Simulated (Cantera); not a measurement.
Charge: 1 mol S, 0.015 mol SO2, 3.1 mol N2, at 10000 Pa.

These are equilibrium values from Cantera (NASA tables, ideal gas, pure condensed phases), not measurements of a reactor. Candidate condensed phases: S; 17 gas species. Equilibrium is a limit: real reactors are often held back by kinetics, nucleation or transport.

Q: At 1523 K, list the 6 most abundant gas species with their mole fractions, and the condensed phases.

A: N2 0.857, S2 0.138, SO2 0.00363, SO 0.000650, S2O 0.000381, S 6.21e-5. Condensed: gas only.
